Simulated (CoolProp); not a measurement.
Methanol along the isobar 3.88 MPa: fugacity coefficient from the reference equation and from simpler models built on Tc = 513.4 K, pc = 8.216 MPa, ω = 0.565; each cubic takes its own stable root.

Computed with CoolProp (reference Helmholtz-energy equation of state, de Reuck 1993).

| T (K) | phase | reference | van der Waals | Redlich-Kwong | Soave-Redlich-Kwong | Peng-Robinson |
|---|---|---|---|---|---|---|
| 225.2 | liquid | 2.675e-5 | 0.02622 | 0.0007097 | 1.147e-5 | 1.482e-5 |
| 253.2 | liquid | 0.0002844 | 0.05918 | 0.004332 | 0.0001756 | 0.0002069 |
| 281.2 | liquid | 0.001808 | 0.1130 | 0.01679 | 0.001413 | 0.001560 |
| 309.2 | liquid | 0.007916 | 0.1907 | 0.04756 | 0.007180 | 0.007585 |
| 337.2 | liquid | 0.02619 | 0.2935 | 0.1076 | 0.02602 | 0.02665 |
| 365.2 | liquid | 0.06974 | 0.4201 | 0.2060 | 0.07296 | 0.07316 |
| 393.2 | liquid | 0.1564 | 0.5676 | 0.3473 | 0.1676 | 0.1657 |
| 421.1 | liquid | 0.3043 | 0.7304 | 0.5294 | 0.3275 | 0.3212 |
